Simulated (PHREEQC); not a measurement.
Alkaline etch or developer (model solution)

Dissolve 0.92 mol NH3 and 1.8e-05 mol H4SiO4 per kg of water at 55 °C. Closed to the air; pH follows from the charge balance.

All values are PHREEQC results (ion-association model, phreeqc.dat), not measurements.

No solid was allowed to form.

Task: What pH does the model give?

Result: pH 10.76.

Task: In which forms is Si present?

Result: H3SiO4- 93 %, H4SiO4 4.3 %, H2SiO4-2 2.3 % of the Si.

Constants without temperature data keep their 25 °C values here.
